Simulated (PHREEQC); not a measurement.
Solution (30 °C): 0.27 mol/kgw CuSO4, 0.0044 mol/kgw HCl and 0.0085 mol/kgw FeCl3. Closed to the air; pH follows from the charge balance.

All values are PHREEQC results (ion-association model, phreeqc.dat), not measurements.

Task: The ionic strength comes out as 0.514 mol/kgw. What activity coefficients do Fe(SO4)2-, SO4-2, Fe3(OH)4+5, FeSO4+, Fe+3 get?

Result: Fe(SO4)2- 0.73, SO4-2 0.20, Fe3(OH)4+5 0.00041, FeSO4+ 0.68, Fe+3 0.086.

No solid was allowed to form. The solution is supersaturated, for example in Hematite (slow to form), Goethite (slow to form), so a real one may precipitate; this is no full list. Complexes and solids missing from the database can't appear.
